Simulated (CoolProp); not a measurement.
The numbers come from the reference Helmholtz-energy equation of state, Span 2000 in CoolProp.

Task: For nitrogen, give the phase and the speed of sound (m/s), Joule-Thomson coefficient (K/MPa), viscosity (µPa s), Prandtl number at 137.8 K and 1.8 bar; 149.7 K and 1.8 bar.

Result: 
- 137.8 K and 1.8 bar: gas; speed of sound 238, Joule-Thomson coefficient 9.00, viscosity 9.38, Prandtl number 0.767
- 149.7 K and 1.8 bar: gas; speed of sound 248, Joule-Thomson coefficient 7.78, viscosity 10.1, Prandtl number 0.759

Viscosity comes from a separate model (Lemmon 2004). Thermal conductivity comes from a separate model (Lemmon 2004).
